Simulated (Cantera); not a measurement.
An adiabatic, constant-pressure homogeneous reactor starts with H₂ : O₂ : N₂ = 1 : 1.25 : 4.7 (molar parts), equivalence ratio 0.40, at 1173 K and 410000 Pa. Integrator tolerance rtol = 1e-08.

Detailed kinetics in Cantera: the H2/O2 subset of GRI-Mech 3.0, which has no nitrogen chemistry. The hydrogen kinetics of GRI-Mech 3.0 are dated; newer H2 mechanisms differ, most at raised pressure.

Task: What does this change do: constant volume in place of constant pressure?

Result: 
| quantity | before | after |
|---|---|---|
| time of steepest temperature rise | 24.2 µs | 23.6 µs |
| temperature at 3.00 s | 2182 K | 2403 K |
| equilibrium temperature | 2182 K | 2403 K |
| x(H₂) at 3.00 s | 0.000228 (gas-phase equilibrium 0.000228) | 0.000587 (gas-phase equilibrium 0.000587) |
| x(O₂) at 3.00 s | 0.115 (gas-phase equilibrium 0.115) | 0.114 (gas-phase equilibrium 0.114) |
| x(O) at 3.00 s | 0.000406 (gas-phase equilibrium 0.000406) | 0.00107 (gas-phase equilibrium 0.00107) |
| x(H) at 3.00 s | 3.82e-5 (gas-phase equilibrium 3.82e-5) | 0.000141 (gas-phase equilibrium 0.000141) |
| x(HO₂) at 3.00 s | 6.23e-6 (gas-phase equilibrium 6.23e-6) | 1.43e-5 (gas-phase equilibrium 1.43e-5) |
| x(OH) at 3.00 s | 0.00347 (gas-phase equilibrium 0.00347) | 0.00667 (gas-phase equilibrium 0.00667) |
| x(H₂O) at 3.00 s | 0.153 (gas-phase equilibrium 0.153) | 0.151 (gas-phase equilibrium 0.151) |

Task: What does this change do: O2 1.25 to 0.65 parts?

Result: 
```csv
quantity,before,after
time of steepest temperature rise,24.2 µs,34.2 µs
temperature at 3.00 s,2182 K,2276 K
equilibrium temperature,2182 K,2276 K
x(H₂) at 3.00 s,0.000228 (gas-phase equilibrium 0.000228),0.000952 (gas-phase equilibrium 0.000952)
x(O₂) at 3.00 s,0.115 (gas-phase equilibrium 0.115),0.0250 (gas-phase equilibrium 0.0250)
x(O) at 3.00 s,0.000406 (gas-phase equilibrium 0.000406),0.000339 (gas-phase equilibrium 0.000339)
x(H) at 3.00 s,3.82e-5 (gas-phase equilibrium 3.82e-5),0.000131 (gas-phase equilibrium 0.000131)
x(HO₂) at 3.00 s,6.23e-6 (gas-phase equilibrium 6.23e-6),2.82e-6 (gas-phase equilibrium 2.82e-6)
x(OH) at 3.00 s,0.00347 (gas-phase equilibrium 0.00347),0.00359 (gas-phase equilibrium 0.00359)
x(H₂O) at 3.00 s,0.153 (gas-phase equilibrium 0.153),0.168 (gas-phase equilibrium 0.168)
```

Task: What does this change do: pressure from 410000 Pa to 101000 Pa?

Result: 
```csv
quantity,before,after
time of steepest temperature rise,24.2 µs,57.9 µs
temperature at 3.00 s,2182 K,2173 K
equilibrium temperature,2182 K,2173 K
x(H₂) at 3.00 s,0.000228 (gas-phase equilibrium 0.000228),0.000430 (gas-phase equilibrium 0.000430)
x(O₂) at 3.00 s,0.115 (gas-phase equilibrium 0.115),0.115 (gas-phase equilibrium 0.115)
x(O) at 3.00 s,0.000406 (gas-phase equilibrium 0.000406),0.000768 (gas-phase equilibrium 0.000768)
x(H) at 3.00 s,3.82e-5 (gas-phase equilibrium 3.82e-5),1.00e-4 (gas-phase equilibrium 1.00e-4)
x(HO₂) at 3.00 s,6.23e-6 (gas-phase equilibrium 6.23e-6),4.23e-6 (gas-phase equilibrium 4.23e-6)
x(OH) at 3.00 s,0.00347 (gas-phase equilibrium 0.00347),0.00472 (gas-phase equilibrium 0.00472)
x(H₂O) at 3.00 s,0.153 (gas-phase equilibrium 0.153),0.152 (gas-phase equilibrium 0.152)
```
